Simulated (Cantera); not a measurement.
## Pyrogenic steam for wet oxidation

A perfectly stirred reactor is fed with 1.57 % H₂, 4.92 % O₂, 93.5 % N₂, equivalence ratio 0.16, at 82.5 Torr; it is held at 1023 K, and followed from long to short residence time.

Detailed kinetics in Cantera: the H2/O2 subset of GRI-Mech 3.0, which has no nitrogen chemistry. Radical loss at walls, strong at low pressure, is not modelled.

```json
[
 {"τ (s)": "28", "x H₂": "2.09e-5", "x O₂": "0.0417", "x HO₂": "4.12e-7", "x H": "7.15e-7", "x H₂O": "0.0158", "x H₂O₂": "4.13e-8"},
 {"τ (s)": "8.5", "x H₂": "4.47e-5", "x O₂": "0.0417", "x HO₂": "6.97e-7", "x H": "2.35e-6", "x H₂O": "0.0158", "x H₂O₂": "6.23e-8"},
 {"τ (s)": "2.6", "x H₂": "9.25e-5", "x O₂": "0.0417", "x HO₂": "1.07e-6", "x H": "7.65e-6", "x H₂O": "0.0158", "x H₂O₂": "8.71e-8"},
 {"τ (s)": "0.80", "x H₂": "0.000186", "x O₂": "0.0417", "x HO₂": "1.51e-6", "x H": "2.46e-5", "x H₂O": "0.0156", "x H₂O₂": "1.13e-7"},
 {"τ (s)": "0.24", "x H₂": "0.000369", "x O₂": "0.0418", "x HO₂": "1.97e-6", "x H": "7.98e-5", "x H₂O": "0.0154", "x H₂O₂": "1.41e-7"},
 {"τ (s)": "0.075", "x H₂": "0.000707", "x O₂": "0.0419", "x HO₂": "2.36e-6", "x H": "0.000242", "x H₂O": "0.0150", "x H₂O₂": "1.64e-7"},
 {"τ (s)": "0.023", "x H₂": "0.00136", "x O₂": "0.0421", "x HO₂": "2.65e-6", "x H": "0.000693", "x H₂O": "0.0140", "x H₂O₂": "1.80e-7"},
 {"τ (s)": "0.0070", "x H₂": "0.00265", "x O₂": "0.0427", "x HO₂": "2.84e-6", "x H": "0.00168", "x H₂O": "0.0122", "x H₂O₂": "1.85e-7"}
]
```
x: mole fraction; the columns are a selection and need not sum to one.
